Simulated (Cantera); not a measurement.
**Transport properties of process gases**

Gas mixture: 100 % NO, at 22.5 Torr, frozen composition.

Cantera's kinetic-theory transport with the Lennard-Jones parameters of GRI-Mech 3.0, ideal gas; thermal conductivity in the multicomponent form. The composition is frozen, though it would react at the higher temperatures.

```
T (K)  ρ (kg/m³)  cp (J/kg/K)  μ (µPa s)  λ (mW/m/K)     Pr  D (cm²/s) OH  D (cm²/s) C₂H₂  D (cm²/s) O
-----  ---------  -----------  ---------  ----------  -----  ------------  --------------  -----------
400       0.0271        998.6       23.1        32.5  0.711          17.5            9.32         17.8
600       0.0180         1041       30.6        45.0  0.708          34.8            19.0         35.4
800       0.0135         1092       37.1        57.3  0.708          56.3            31.0         57.4
1000      0.0108         1133       42.9        68.8  0.707          81.7            45.2         83.3
1200     0.00902         1159       48.4        79.3  0.707           111            61.3          113
1400     0.00773         1181       53.4        89.3  0.707           143            79.4          146
1600     0.00677         1199       58.3        98.9  0.706           178            99.1          182
```
D: mixture-averaged diffusion coefficient of that species in the mixture.
